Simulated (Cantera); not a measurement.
# Low-pressure radical oxidation in H2/O2

An isothermal, constant-pressure homogeneous reactor starts with H2 : O2 : H2O = 0.061 : 1 : 0.035 (molar parts), equivalence ratio 0.030, at 1250 K and 1330 Pa.

Computed with Cantera and GRI-Mech 3.0 (53 species, 325 reactions). Radical loss at walls, strong at low pressure, is not modelled. The temperature is held fixed by assumption; the heat of reaction is taken as removed at once.

| t (s) | x H2 | x O2 | x O | x OH | x H | x H2O2 |
|---|---|---|---|---|---|---|
| 5.00e-6 | 0.0557 | 0.912 | 3.74e-11 | 3.96e-11 | 5.41e-10 | <1e-12 |
| 1.66e-5 | 0.0557 | 0.912 | 3.70e-10 | 3.63e-10 | 1.59e-9 | <1e-12 |
| 5.52e-5 | 0.0557 | 0.912 | 3.16e-9 | 2.80e-9 | 4.26e-9 | 1.25e-12 |
| 0.000183 | 0.0557 | 0.912 | 2.91e-8 | 2.20e-8 | 1.81e-8 | 1.38e-11 |
| 0.000610 | 0.0557 | 0.912 | 1.52e-6 | 1.08e-6 | 7.70e-7 | 1.53e-10 |
| 0.00203 | 0.0120 | 0.880 | 0.0225 | 0.00783 | 0.0111 | 2.89e-7 |
| 0.00673 | 0.00141 | 0.875 | 0.0299 | 0.00503 | 0.00828 | 1.40e-7 |
| 0.0224 | 0.000903 | 0.889 | 0.0186 | 0.00405 | 0.00407 | 1.39e-7 |
| 0.0743 | 0.000281 | 0.903 | 0.00563 | 0.00227 | 0.000681 | 1.11e-7 |
| 0.247 | 4.06e-5 | 0.909 | 0.000806 | 0.000866 | 3.70e-5 | 5.30e-8 |
| 0.820 | 5.05e-6 | 0.910 | 0.000101 | 0.000307 | 1.64e-6 | 1.74e-8 |
| 2.73 | 8.03e-7 | 0.910 | 1.61e-5 | 0.000123 | 1.05e-7 | 5.07e-9 |
| 9.06 | 1.67e-7 | 0.910 | 3.37e-6 | 5.62e-5 | 1.00e-8 | 1.49e-9 |
| 30.1 | 4.71e-8 | 0.910 | 9.53e-7 | 2.99e-5 | 1.51e-9 | 5.32e-10 |
| 100 | 2.88e-8 | 0.910 | 5.83e-7 | 2.34e-5 | 7.24e-10 | 3.69e-10 |
x: mole fraction; the columns are a selection and need not sum to one.

Equilibrium at this temperature and pressure: H2 2.84e-8, O2 0.910, O 5.76e-7, OH 2.32e-5, H 7.10e-10, H2O2 3.65e-10 (gas phase only).
